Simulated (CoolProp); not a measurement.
Vapour pressure (bar) of carbonyl sulfide: the reference equation beside estimates from Tc = 378.8 K, pc = 63.69 bar, ω = 0.098.

Values from CoolProp's reference Helmholtz-energy equation of state, Lemmon 2006. It is a short technical equation, of lower accuracy than the large ones.

```json
[
 {"T (K)": "225.4", "reference": "1.132", "Lee-Kesler": "1.119", "Redlich-Kwong": "1.196"},
 {"T (K)": "229.1", "reference": "1.334", "Lee-Kesler": "1.320", "Redlich-Kwong": "1.419"},
 {"T (K)": "232.8", "reference": "1.563", "Lee-Kesler": "1.549", "Redlich-Kwong": "1.672"},
 {"T (K)": "236.4", "reference": "1.814", "Lee-Kesler": "1.800", "Redlich-Kwong": "1.950"},
 {"T (K)": "240.1", "reference": "2.103", "Lee-Kesler": "2.089", "Redlich-Kwong": "2.270"},
 {"T (K)": "243.7", "reference": "2.417", "Lee-Kesler": "2.404", "Redlich-Kwong": "2.619"},
 {"T (K)": "247.4", "reference": "2.776", "Lee-Kesler": "2.764", "Redlich-Kwong": "3.017"},
 {"T (K)": "251.1", "reference": "3.174", "Lee-Kesler": "3.163", "Redlich-Kwong": "3.458"},
 {"T (K)": "254.7", "reference": "3.601", "Lee-Kesler": "3.592", "Redlich-Kwong": "3.930"},
 {"T (K)": "258.4", "reference": "4.084", "Lee-Kesler": "4.077", "Redlich-Kwong": "4.464"}
]
```

Absolute difference from the reference over all 10 rows, mean and median: Lee-Kesler 0.6 and 0.6 %, Redlich-Kwong 7.9 and 8.1 %.
